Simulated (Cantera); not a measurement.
## Thermodynamics of aluminium nitride and oxide growth, feed Al + H2O + N2

Feed: 1 mol Al, 22 mol H2O, a varied amount of N2, at 1973 K and 1.00 bar.

These are equilibrium values from Cantera (NASA tables, ideal gas, pure condensed phases), not measurements of a reactor. Candidate condensed phases: Al, AlN, Al2O3, H2O; 35 gas species. Gases not in the tables: Al(OH)3. Kinetics and transport are ignored.

From 93 mol N2 to 990 mol N2 the condensed part is Al2O3(s).

```json
[
 {"n(N2) (mol)": "93", "x N2": "0.808", "x H2O": "0.178", "x H2": "0.0131", "x OH": "0.000199", "n Al2O3(s)": "0.500"},
 {"n(N2) (mol)": "110", "x N2": "0.833", "x H2O": "0.155", "x H2": "0.0115", "x OH": "0.000186", "n Al2O3(s)": "0.500"},
 {"n(N2) (mol)": "140", "x N2": "0.864", "x H2O": "0.126", "x H2": "0.00935", "x OH": "0.000167", "n Al2O3(s)": "0.500"},
 {"n(N2) (mol)": "170", "x N2": "0.885", "x H2O": "0.107", "x H2": "0.00790", "x OH": "0.000154", "n Al2O3(s)": "0.500"},
 {"n(N2) (mol)": "200", "x N2": "0.901", "x H2O": "0.0921", "x H2": "0.00685", "x OH": "0.000143", "n Al2O3(s)": "0.500"},
 {"n(N2) (mol)": "250", "x N2": "0.919", "x H2O": "0.0752", "x H2": "0.00560", "x OH": "0.000129", "n Al2O3(s)": "0.500"},
 {"n(N2) (mol)": "300", "x N2": "0.932", "x H2O": "0.0635", "x H2": "0.00474", "x OH": "0.000118", "n Al2O3(s)": "0.500"},
 {"n(N2) (mol)": "370", "x N2": "0.944", "x H2O": "0.0521", "x H2": "0.00391", "x OH": "0.000107", "n Al2O3(s)": "0.500"},
 {"n(N2) (mol)": "450", "x N2": "0.953", "x H2O": "0.0433", "x H2": "0.00326", "x OH": "9.70e-5", "n Al2O3(s)": "0.500"},
 {"n(N2) (mol)": "550", "x N2": "0.961", "x H2O": "0.0357", "x H2": "0.00270", "x OH": "8.79e-5", "n Al2O3(s)": "0.500"},
 {"n(N2) (mol)": "670", "x N2": "0.968", "x H2O": "0.0295", "x H2": "0.00225", "x OH": "7.96e-5", "n Al2O3(s)": "0.500"},
 {"n(N2) (mol)": "810", "x N2": "0.973", "x H2O": "0.0245", "x H2": "0.00188", "x OH": "7.23e-5", "n Al2O3(s)": "0.500"},
 {"n(N2) (mol)": "990", "x N2": "0.978", "x H2O": "0.0201", "x H2": "0.00156", "x OH": "6.52e-5", "n Al2O3(s)": "0.500"}
]
```
x: gas mole fraction; n: condensed amount in mol.
